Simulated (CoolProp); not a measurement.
Vapour-liquid equilibrium of n-decane (1) + n-dodecane (2) at 0.194 bar; x and y are mole fractions of (1).

Values from CoolProp's multi-fluid Helmholtz-energy mixture model, Lemmon 2006 and Lemmon 2004; pair parameters Bell 2016.

```
x     bubble temperature (K)  y at the bubble point  dew temperature at overall composition x (K)  liquid density (mol/L)
----  ----------------------  ---------------------  --------------------------------------------  ----------------------
0.05                   427.1                  0.144                                         429.3                   3.828
0.15                   421.3                  0.371                                         427.0                   3.907
0.25                   416.1                  0.538                                         424.5                   3.985
0.35                   411.5                  0.661                                         421.9                   4.063
0.45                   407.4                  0.753                                         418.9                   4.141
0.55                   403.9                  0.823                                         415.6                   4.218
0.65                   400.8                  0.877                                         411.9                   4.296
0.75                   398.0                  0.921                                         407.6                   4.376
0.85                   395.4                  0.957                                         402.4                   4.457
0.95                   393.1                  0.987                                         395.9                   4.539
```

No azeotrope shows between x = 0.05 and 0.95.

The pair parameters rest on a limited set of measurements; away from them the model extrapolates.
